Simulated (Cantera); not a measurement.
An isothermal, constant-pressure homogeneous reactor starts with NO : N2 = 1 : 0.68 (molar parts), at 1698 K and 0.0640 bar. Integrator tolerance rtol = 1e-08.

Model: GRI-Mech 3.0 (53 species, 325 reactions), integrated in Cantera.

**Question.** What does this change do: N2 0.68 to 3.5 parts?

**Answer.** 
| quantity | before | after |
|---|---|---|
| x(NO) at 20.0 s | 0.516 (gas-phase equilibrium 0.00324) | 0.210 (gas-phase equilibrium 0.00222) |
| x(N2) at 20.0 s | 0.444 (gas-phase equilibrium 0.701) | 0.784 (gas-phase equilibrium 0.888) |
| x(NO2) at 20.0 s | 0.000177 (gas-phase equilibrium 3.05e-6) | 3.09e-5 (gas-phase equilibrium 1.28e-6) |
| x(O2) at 20.0 s | 0.0392 (gas-phase equilibrium 0.296) | 0.00614 (gas-phase equilibrium 0.110) |
| x(N2O) at 20.0 s | 9.21e-5 (gas-phase equilibrium 4.51e-8) | 1.61e-5 (gas-phase equilibrium 3.49e-8) |
| x(O) at 20.0 s | 3.87e-5 (gas-phase equilibrium 9.47e-5) | 1.66e-5 (gas-phase equilibrium 5.77e-5) |

**Question.** What does this change do: temperature 1698 to 1550 K?

**Answer.** 
```json
[
 {"quantity": "x(NO) at 20.0 s", "before": "0.516 (gas-phase equilibrium 0.00324)", "after": "0.580 (gas-phase equilibrium 0.00175)"},
 {"quantity": "x(N2) at 20.0 s", "before": "0.444 (gas-phase equilibrium 0.701)", "after": "0.412 (gas-phase equilibrium 0.702)"},
 {"quantity": "x(NO2) at 20.0 s", "before": "0.000177 (gas-phase equilibrium 3.05e-6)", "after": "0.000140 (gas-phase equilibrium 2.42e-6)"},
 {"quantity": "x(O2) at 20.0 s", "before": "0.0392 (gas-phase equilibrium 0.296)", "after": "0.00761 (gas-phase equilibrium 0.297)"},
 {"quantity": "x(N2O) at 20.0 s", "before": "9.21e-5 (gas-phase equilibrium 4.51e-8)", "after": "0.000110 (gas-phase equilibrium 2.52e-8)"},
 {"quantity": "x(O) at 20.0 s", "before": "3.87e-5 (gas-phase equilibrium 9.47e-5)", "after": "3.71e-6 (gas-phase equilibrium 1.70e-5)"}
]
```
